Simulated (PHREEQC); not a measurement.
Dissolve 4.4 mmol/kgw H2SO4, 0.56 mmol/kgw Li2SO4 and 0.25 mmol/kgw MgSO4 at 50 °C. Closed to the air; pH follows from the charge balance.

The numbers come from PHREEQC with the ion-association model, phreeqc.dat.

```tsv
quantity	before	after
pH	2.22	1.62
ionic strength (mol/kgw)	0.0111	0.0359
SO4-2 (mol/kgw)	0.00291	0.00651
HSO4- (mol/kgw)	0.00220	0.0162
Mg+2 (mol/kgw)	0.000165	0.000149
MgSO4 (mol/kgw)	8.50e-5	0.000102
```

Task: Name the change that produced these shifts.
(A) temperature from 50 to 80 °C
(B) H2SO4 left out
(C) H2SO4 from 0.0044 to 0.022 mol/kgw
(D) temperature from 50 to 35 °C

Result: C, H2SO4 from 0.0044 to 0.022 mol/kgw

No solid was allowed to form. Constants without temperature data keep their 25 °C values here.
